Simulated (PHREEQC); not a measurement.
**Reverse-osmosis permeate: speciation**

Model water analysis in mmol/kgw, 25 °C, pH 5.74, pe -1.2: Na 0.125; K 0.073; Ca 0.166; Mg 0.1; Cl 0.339; S(6) 0.146; Alkalinity (meq/kgw) 0.114; F 0.0111; Li 0.000393.

Valence states are taken as typed.

Computed with PHREEQC (ion-association model, phreeqc.dat).

Precipitation was switched off in this run.

Q: What charge-balance error does the model give?

A: charge-balance error -1.8 %.

Q: In which forms is Ca present?

A: Ca+2 98 %, CaSO4 1.8 % of the Ca.

Species that the database lacks are ignored.
